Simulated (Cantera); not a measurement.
# Hydrocarbon pyrolysis for carbon deposition

A perfectly stirred reactor is fed with C3H8 : H2 : N2 = 1 : 1.3 : 0.016 (molar parts), at 0.00130 bar; it is held at 1898 K, and followed from long to short residence time.

Cantera simulation using GRI-Mech 3.0 (53 species, 325 reactions); the numbers are that mechanism's predictions, not measurements. GRI-Mech 3.0 was tuned for natural gas; its chemistry of propane as a main component is partial and can be far from experiment. GRI-Mech 3.0 stops at C3 and has no aromatics, soot or wall deposition, so with more carbon than oxygen in the feed, carbon stays in small species such as C2H2 where larger ones or solid carbon would form. Radical loss at walls, strong at low pressure, is not modelled.

```json
[
 {"τ (s)": "1.2", "x C3H8": "4.99e-5", "x H2": "0.682", "x C2H4": "0.000922", "x C2H": "2.76e-5", "x CH3": "0.00496"},
 {"τ (s)": "0.52", "x C3H8": "0.000115", "x H2": "0.668", "x C2H4": "0.00200", "x C2H": "2.84e-5", "x CH3": "0.00766"},
 {"τ (s)": "0.23", "x C3H8": "0.000259", "x H2": "0.650", "x C2H4": "0.00416", "x C2H": "2.96e-5", "x CH3": "0.0116"},
 {"τ (s)": "0.098", "x C3H8": "0.000604", "x H2": "0.625", "x C2H4": "0.00871", "x C2H": "3.09e-5", "x CH3": "0.0176"},
 {"τ (s)": "0.043", "x C3H8": "0.00138", "x H2": "0.595", "x C2H4": "0.0173", "x C2H": "3.19e-5", "x CH3": "0.0260"},
 {"τ (s)": "0.018", "x C3H8": "0.00332", "x H2": "0.558", "x C2H4": "0.0341", "x C2H": "3.16e-5", "x CH3": "0.0384"},
 {"τ (s)": "0.0080", "x C3H8": "0.00764", "x H2": "0.520", "x C2H4": "0.0602", "x C2H": "2.89e-5", "x CH3": "0.0546"},
 {"τ (s)": "0.0035", "x C3H8": "0.0181", "x H2": "0.483", "x C2H4": "0.0974", "x C2H": "2.22e-5", "x CH3": "0.0768"}
]
```
x: mole fraction; the columns are a selection and need not sum to one.
